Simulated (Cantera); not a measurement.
Cantera run, input and output.

```python
import numpy as np
import cantera as ct

gas = ct.Solution("h2o2.yaml")
gas.TPX = 1398, 2600, {'H2': 0.24, 'O2': 1}
inlet = ct.Reservoir(gas, clone=True)

reactor = ct.IdealGasConstPressureReactor(gas, energy="off", clone=False)
exhaust = ct.Reservoir(gas, clone=True)
tau = [12, 4.1, 1.4, 0.48, 0.17, 0.057, 0.019, 0.0066, 0.0023, 0.00077, 0.00026][0]
for a, b in ((inlet, reactor), (reactor, exhaust)):
    ct.MassFlowController(a, b, mdot=lambda t: reactor.mass / tau)
net = ct.ReactorNet([reactor])
show = ['H2', 'O2', 'HO2', 'H2O2', 'H2O', 'H']

rows = []
print(f"{'tau/s':>10s}{'T/K':>9s}" + "".join(f"{s:>11s}" for s in show))
for tau in [12, 4.1, 1.4, 0.48, 0.17, 0.057, 0.019, 0.0066, 0.0023, 0.00077, 0.00026]:
    net.initial_time = 0.0
    net.advance(30 * tau)
    before = gas.X
    net.advance(40 * tau)
    drift = np.max(np.abs(gas.X - before) / (gas.X + 1e-9))
    rows.append([gas.T, *gas[show].X, drift])
    print(f"{tau:10.3e}{gas.T:9.1f}" + "".join(f"{x:11.3e}" for x in gas[show].X))
```

Result:

```
     tau/s      T/K         H2         O2        HO2       H2O2        H2O          H
 1.200e+01   1398.0  6.860e-05  7.847e-01  8.532e-07  5.654e-08  2.134e-01  1.753e-05
 4.100e+00   1398.0  1.401e-04  7.841e-01  1.530e-06  8.511e-08  2.129e-01  5.213e-05
 1.400e+00   1398.0  2.846e-04  7.829e-01  2.630e-06  1.246e-07  2.121e-01  1.541e-04
 4.800e-01   1398.0  5.717e-04  7.806e-01  4.228e-06  1.769e-07  2.107e-01  4.493e-04
 1.700e-01   1398.0  1.111e-03  7.766e-01  6.189e-06  2.403e-07  2.083e-01  1.249e-03
 5.700e-02   1398.0  2.184e-03  7.686e-01  8.370e-06  3.159e-07  2.036e-01  3.554e-03
 1.900e-02   1398.0  4.112e-03  7.540e-01  1.013e-05  3.854e-07  1.946e-01  9.467e-03
 6.600e-03   1398.0  6.949e-03  7.326e-01  1.091e-05  4.235e-07  1.802e-01  2.098e-02
 2.300e-03   1398.0  1.060e-02  7.104e-01  1.084e-05  4.317e-07  1.629e-01  3.609e-02
 7.700e-04   1398.0  1.638e-02  6.983e-01  1.049e-05  4.466e-07  1.466e-01  4.798e-02
 2.600e-04   1398.0  2.915e-02  7.020e-01  1.006e-05  4.900e-07  1.288e-01  5.266e-02
```

Cantera simulation using the H2/O2 subset of GRI-Mech 3.0, which has no nitrogen chemistry; the numbers are that mechanism's predictions, not measurements. Radical loss at walls, strong at low pressure, is not modelled. The temperature is held fixed by assumption; the heat of reaction is taken as removed at once.
